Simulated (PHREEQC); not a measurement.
## Buffer

Dissolve 0.024 mol/kgw KH2PO4 and 0.0013 mol/kgw NaOH at 84 °C. Closed to the air; pH follows from the charge balance.

Computed with PHREEQC (ion-association model, wateq4f.dat).

Each row changes one thing in this solution. This is a speciation only: nothing precipitates in the calculation.

```json
[
 {"case": "as made", "pH": "5.62", "ionic strength (mol/kgw)": "0.0266"},
 {"case": "KH2PO4 from 0.024 to 0.0216 mol/kgw", "pH": "5.67", "ionic strength (mol/kgw)": "0.0242"},
 {"case": "0.011 mol/kgw NaCl added", "pH": "5.58", "ionic strength (mol/kgw)": "0.0375"},
 {"case": "0.026 mol/kgw HCl added", "pH": "…", "ionic strength (mol/kgw)": "0.0347"},
 {"case": "diluted 5-fold with water", "pH": "5.74", "ionic strength (mol/kgw)": "…"},
 {"case": "0.0028 mol/kgw CuSO4 added", "pH": "5.27", "ionic strength (mol/kgw)": "0.0342"},
 {"case": "KH2PO4 left out", "pH": "9.63", "ionic strength (mol/kgw)": "0.00130"}
]
```

### Question
Some entries are withheld; supply them.

### Answer

- 0.026 mol/kgw HCl added, pH: 2.10
- diluted 5-fold with water, ionic strength (mol/kgw): 0.00532

Some of these states are supersaturated (in Cu(OH)2, Tenorite (slow to form), for instance). H3PO4, which wateq4f.dat lacks, is added to it with the constant of phreeqc.dat. Constants without temperature data keep their 25 °C values here. The database has no phosphate complexes of Cu.
